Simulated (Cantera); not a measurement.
An isothermal, constant-pressure homogeneous reactor starts with 47.6 % C2H6, 52.4 % H2, at 1875 K and 3.90 Torr.

Computed with Cantera and GRI-Mech 3.0 (53 species, 325 reactions). GRI-Mech 3.0 stops at C3 and has no aromatics, soot or wall deposition, so with more carbon than oxygen in the feed, carbon stays in small species such as C2H2 where larger ones or solid carbon would form. Radical loss at walls, strong at low pressure, is not modelled.

x: mole fraction; the columns are a selection and need not sum to one.

| t (s) | x C2H6 | x H2 | x CH4 | x H | x C2H2 | x CH2 |
|---|---|---|---|---|---|---|
| 2.00e-6 | 0.471 | 0.522 | 6.27e-5 | 3.94e-5 | 3.00e-11 | 5.89e-8 |
| 1.55e-5 | 0.436 | 0.510 | 0.00336 | 0.000917 | 1.56e-7 | 1.93e-5 |
| 0.000120 | 0.171 | 0.464 | 0.0938 | 0.00701 | 0.00222 | 0.000265 |
| 0.000928 | 0.000748 | 0.552 | 0.200 | 0.00815 | 0.130 | 0.000103 |
| 0.00719 | 8.53e-5 | 0.647 | 0.132 | 0.00301 | 0.200 | 2.12e-5 |
| 0.0557 | 1.26e-5 | 0.707 | 0.0588 | 0.00254 | 0.226 | 9.36e-6 |
| 0.431 | (withheld) | 0.747 | (withheld) | (withheld) | 0.241 | (withheld) |
| 3.34 | 3.78e-10 | 0.749 | 0.000178 | 0.00789 | 0.243 | 4.68e-7 |
| 25.8 | 4.63e-11 | 0.749 | 5.63e-5 | 0.00792 | 0.243 | 1.50e-7 |
| 200 | 4.61e-11 | 0.749 | 5.62e-5 | 0.00792 | 0.243 | 1.50e-7 |

Question: Complete the blanks.

Answer: 
- 0.431, x C2H6: 2.88e-7
- 0.431, x CH4: 0.00659
- 0.431, x H: 0.00441
- 0.431, x CH2: 4.52e-6
